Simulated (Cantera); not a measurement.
Input: 1 mol Cu2O, 0.3 mol C, 19 mol H2, 2.1 mol CO, held at 2.90 bar.

These are equilibrium values from Cantera (NASA tables, ideal gas, pure condensed phases), not measurements of a reactor. Candidate condensed phases: C, C6H6, C7H8, C8H18, Cu, CuO, Cu(OH)2, Cu2O, H2O; 113 gas species. Rates play no part.

Problem. Which condensed phases are stable at each of these points (T (°C)): 650, 750, 850, 950, 1050, 1150, 1250, 1350, 1450, 1550, 1650, 1750, 1850, 1950?

Solution. 
```json
[
 {"T (°C)": "650", "condensed phases": "Cu(s)", "Cu condensed (%)": "100.0"},
 {"T (°C)": "750", "condensed phases": "Cu(s)", "Cu condensed (%)": "100.0"},
 {"T (°C)": "850", "condensed phases": "Cu(s)", "Cu condensed (%)": "100.0"},
 {"T (°C)": "950", "condensed phases": "Cu(s)", "Cu condensed (%)": "100.0"},
 {"T (°C)": "1050", "condensed phases": "Cu(s)", "Cu condensed (%)": "100.0"},
 {"T (°C)": "1150", "condensed phases": "Cu(l)", "Cu condensed (%)": "100.0"},
 {"T (°C)": "1250", "condensed phases": "Cu(l)", "Cu condensed (%)": "100.0"},
 {"T (°C)": "1350", "condensed phases": "Cu(l)", "Cu condensed (%)": "100.0"},
 {"T (°C)": "1450", "condensed phases": "Cu(l)", "Cu condensed (%)": "99.9"},
 {"T (°C)": "1550", "condensed phases": "Cu(l)", "Cu condensed (%)": "99.7"},
 {"T (°C)": "1650", "condensed phases": "Cu(l)", "Cu condensed (%)": "99.2"},
 {"T (°C)": "1750", "condensed phases": "Cu(l)", "Cu condensed (%)": "98.0"},
 {"T (°C)": "1850", "condensed phases": "Cu(l)", "Cu condensed (%)": "95.3"},
 {"T (°C)": "1950", "condensed phases": "Cu(l)", "Cu condensed (%)": "89.5"}
]
```

From 650 °C to 1050 °C the condensed part is Cu(s). From 1150 °C to 1950 °C the condensed part is Cu(l).
